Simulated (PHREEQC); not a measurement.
Dissolve 0.26 mol/kgw KH2PO4 at 30 °C. Closed to the air; pH follows from the charge balance.

All values are PHREEQC results (ion-association model, phreeqc.dat), not measurements.

This is a speciation only: nothing precipitates in the calculation.

Question: What pH, specific conductance does the model give?

Answer: pH 4.38; specific conductance 23500 µS/cm.

Complexes and solids missing from the database can't appear.
